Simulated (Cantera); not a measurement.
Feed: 1 mol CH4, 2.7 mol H2, 20 mol N2, held at 2327 °C and 1.00 bar.

These are equilibrium values from Cantera (NASA tables, ideal gas, pure condensed phases), not measurements of a reactor. Candidate condensed phases: C, C6H6, C7H8, C8H18; 92 gas species. Rates play no part.

Task: What is the equilibrium state?

Result: 
- x(N2) = 0.786
- x(H2) = 0.161
- x(HCN) = 0.0308
- x(H) = 0.0154
- x(HNC) = 0.00403
- x(C2H2 (acetylene)) = 0.00241
- x(CN) = 0.000195
- x(C2N2) = 0.000100
- x(C2H) = 2.03e-5
- gas amount = 24.89 mol
- log10 activity of C(graphite) (absent) = -0.02
